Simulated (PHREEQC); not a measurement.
Make-up at 65 °C: 0.013 mol/kgw KH2PO4, 0.00051 mol/kgw HNO3 and 0.00034 mol/kgw ZnSO4. Closed to the air; pH follows from the charge balance.

Model: ion-association model, wateq4f.dat, run in PHREEQC.

| Property | Result |
|---|---|
| pH | 3.85 |
| ionic strength | 0.0144 mol/kgw |
| total alkalinity | -0.510 meq/kg |

| species | molality | activity | log γ |
|---|---|---|---|
| K+ | 0.0130 | 0.0114 | -0.058 |
| H2PO4- | 0.0126 | 0.0112 | -0.054 |
| NO3- | 0.000510 | 0.000445 | -0.059 |
| H3PO4 | 0.000354 | 0.000355 | 0.001 |
| Zn+2 | 0.000329 | 0.000201 | -0.213 |
| SO4-2 | 0.000292 | 0.000176 | -0.221 |
| H+ | 0.000159 | 0.000142 | -0.049 |
| KSO4- | 2.94e-5 | 2.59e-5 | -0.054 |
| ZnSO4 | 1.08e-5 | 1.09e-5 | 0.001 |
| HPO4-2 | 9.87e-6 | 5.94e-6 | -0.221 |
| HSO4- | 7.44e-6 | 6.54e-6 | -0.056 |
| KHPO4- | 1.49e-7 | 1.31e-7 | -0.054 |

No solid was allowed to form. Species that the database lacks are ignored. H3PO4, which wateq4f.dat lacks, is added to it with the constant of phreeqc.dat. Away from 25 °C the constants follow the database's enthalpies or fits; those with neither stay at their 25 °C values. The database has no phosphate complexes of Zn.
